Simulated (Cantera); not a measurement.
What does this Cantera script print?

```python
import numpy as np
import cantera as ct

gas = ct.Solution("gri30.yaml")


def delay(T, t_max=10):
    gas.TPX = T, 2300000, {'CH4': 1, 'H2': 0.05, 'O2': 0.964, 'N2': 3.63, 'H2O': 1.5}
    reactor = ct.IdealGasConstPressureReactor(gas, clone=False)
    net = ct.ReactorNet([reactor])
    net.rtol, net.atol = 1e-8, 1e-16
    while net.time < t_max:
        t_old, T_old = net.time, reactor.T
        net.step()
        if reactor.T > T + 400:  # ignition: a rise of 400 K
            return t_old + (T + 400 - T_old) / (reactor.T - T_old) * (net.time - t_old)
    return np.nan


taus = []
for T in [1200, 1275, 1350, 1425, 1500, 1575]:
    taus.append(delay(T))
    print(f"T0 = {T:6g} K   tau = {taus[-1]:.4e} s")
```

Output:

```
T0 =   1200 K   tau = 1.0386e-03 s
T0 =   1275 K   tau = 5.8431e-04 s
T0 =   1350 K   tau = 3.4521e-04 s
T0 =   1425 K   tau = 2.0533e-04 s
T0 =   1500 K   tau = 1.1999e-04 s
T0 =   1575 K   tau = 6.8344e-05 s
```

Model: GRI-Mech 3.0 (53 species, 325 reactions), integrated in Cantera. The pressure lies above the range GRI-Mech 3.0 was tuned for (to about 10 atm).
